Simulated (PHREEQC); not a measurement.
# Alkaline etch or developer: an equilibrium model

Make-up at 20 °C: 58 mmol/kgw NH3 and 0.00078 mmol/kgw H4SiO4. Closed to the air; pH follows from the charge balance.

Equilibrium calculation in PHREEQC: ion-association model, phreeqc.dat.

Each row changes one thing in this solution. No solid was allowed to form.

```
case                                        pH  ionic strength (mol/kgw)  NH4+ (mol/kgw)  H3SiO4- (mol/kgw)  H4SiO4 (mol/kgw)  SI of Quartz (SiO2)
---------------------------------------  -----  ------------------------  --------------  -----------------  ----------------  -------------------
as made                                  11.16                   0.00103         0.00103            7.35e-7           3.97e-8                -3.34
diluted 2-fold with water                  [?]                  0.000719        0.000719            3.60e-7           2.78e-8                  [?]
H4SiO4 from 7.8e-07 to 8.58e-07 mol/kgw  11.16                   0.00103         0.00103            8.08e-7           4.37e-8                -3.30
temperature from 20 to 55 °C             10.15                   0.00108         0.00108            6.51e-7           1.26e-7                -3.32
diluted 100-fold with water                [?]                   9.26e-5         9.26e-5            4.87e-9           2.92e-9                  [?]
H4SiO4 from 7.8e-07 to 1.56e-07 mol/kgw  11.16                   0.00103         0.00103            1.47e-7           7.95e-9                  [?]
```

Question: Complete the blanks.

Answer: 
- diluted 2-fold with water, pH: 11.01
- diluted 2-fold with water, SI of Quartz (SiO2): -3.50
- diluted 100-fold with water, pH: 10.13
- diluted 100-fold with water, SI of Quartz (SiO2): -4.48
- H4SiO4 from 7.8e-07 to 1.56e-07 mol/kgw, SI of Quartz (SiO2): -4.04

Away from 25 °C the constants follow the database's enthalpies or fits; those with neither stay at their 25 °C values.
